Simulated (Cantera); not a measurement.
A perfectly stirred reactor is fed with H2 : O2 = 0.005 : 1 (molar parts), equivalence ratio 0.0025, at 1300 Pa; it is held at 1325 K, and followed from long to short residence time.

Detailed kinetics in Cantera: the H2/O2 subset of GRI-Mech 3.0, which has no nitrogen chemistry. Radical loss at walls, strong at low pressure, is not modelled.

Task: Predict: x(H2) at τ = 1.60 s; x(O2) at τ = 1.60 s; x(H2O2) at τ = 1.60 s; x(H) at τ = 1.60 s; x(OH) at τ = 1.60 s; x(H2) at τ = 19.0 ms; x(O2) at τ = 19.0 ms; x(H2O2) at τ = 19.0 ms; x(H) at τ = 19.0 ms; x(OH) at τ = 19.0 ms.

Result: 
| Item | Value |
|---|---|
| x(H2) at τ = 1.60 s | 1.36e-5 |
| x(O2) at τ = 1.60 s | 0.993 |
| x(H2O2) at τ = 1.60 s | 4.76e-9 |
| x(H) at τ = 1.60 s | 2.20e-5 |
| x(OH) at τ = 1.60 s | 0.000368 |
| x(H2) at τ = 19.0 ms | 0.000349 |
| x(O2) at τ = 19.0 ms | 0.991 |
| x(H2O2) at τ = 19.0 ms | 1.13e-8 |
| x(H) at τ = 19.0 ms | 0.000112 |
| x(OH) at τ = 19.0 ms | 0.000810 |
